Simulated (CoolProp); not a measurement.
Vapour pressure (MPa) of ethane: the reference equation beside estimates from Tc = 305.3 K, pc = 4.872 MPa, ω = 0.099.

Model: reference Helmholtz-energy equation of state, Bücker 2006, in CoolProp.

| T (K) | reference | van der Waals | Redlich-Kwong |
|---|---|---|---|
| 208.2 | 0.3100 | [?] | [?] |
| 220.6 | 0.5030 | [?] | 0.5534 |
| 232.9 | [?] | 1.493 | 0.8455 |
| 245.3 | 1.135 | 1.905 | 1.235 |
| 257.6 | 1.606 | 2.378 | 1.729 |
| 270 | 2.210 | 2.923 | 2.347 |
| 282.3 | 2.959 | 3.534 | 3.091 |
| 294.7 | 3.893 | 4.222 | [?] |

Some entries are withheld; supply them.


- 208.2, van der Waals: 0.8534
- 208.2, Redlich-Kwong: 0.3402
- 220.6, van der Waals: 1.146
- 232.9, reference: 0.7711
- 294.7, Redlich-Kwong: 3.985

Absolute difference from the reference over all 8 rows, mean and median: van der Waals 71.6 and 58.0 %, Redlich-Kwong 7.4 and 8.2 %.
